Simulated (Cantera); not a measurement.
Input: 1 mol Fe(CO)5, 1.8 mol CO, 7.3 mol N2, held at 1450 K and 1 atm.

Equilibrium computed with Cantera from the NASA thermochemical tables; the gas is ideal and each condensed phase is pure. Candidate condensed phases: C, Fe, Fe(CO)5, FeO, Fe2O3, Fe3O4; 27 gas species. Iron dissolves carbon and melts from about 1420 K in contact with it, which pure phases cannot show. Condensed phases not in the tables: cementite and carbon dissolved in iron. The numbers say what is thermodynamically allowed, not how fast it happens.

Base state: N2 0.518, CO 0.482, CO2 0.000247 (mole fractions); condensed: C(graphite) + Fe(γ).

Question: What changes in the equilibrium state with this change: N2 from 7.3 to 0.13 mol?

Answer: 
| species | before | after |
|---|---|---|
| CO | 0.482 | 0.980 |
| N2 | 0.518 | 0.0188 |
| CO2 | 0.000247 | 0.00102 |
| C(graphite), mol | 0.00348 | 0.00707 |
| Fe(γ), mol | 1.000 | 1.00 |
